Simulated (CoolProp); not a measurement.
Vapour-liquid equilibrium of dimethyl carbonate (1) + n-heptane (2) at 0.683 MPa; x and y are mole fractions of (1).

Values from CoolProp's multi-fluid Helmholtz-energy mixture model, Zhou 2011 and Span 2003; pair parameters Bell 2016.

```csv
x,"bubble temperature, mixture model (°C)","bubble temperature, Raoult's law (°C)","y, mixture model","y, Raoult's law"
0.05,174.9,178.9,0.116,0.067
0.15,167.7,177.1,0.287,0.193
0.25,163.1,175.4,0.401,0.312
0.35,160.2,173.7,0.483,0.422
0.45,158.4,172.1,0.546,0.526
0.55,157.5,170.6,0.600,0.623
0.65,157.2,169.1,0.652,0.715
0.75,157.5,167.7,0.710,0.802
0.85,158.8,166.4,0.787,0.885
0.95,161.8,165.1,0.908,0.962
```

The largest gap from Raoult's law is -13.7 K in bubble temperature, at x = 0.45. y crosses x between x = 0.65 and 0.75: the model has an azeotrope there.

The pair parameters rest on a limited set of measurements; away from them the model extrapolates.
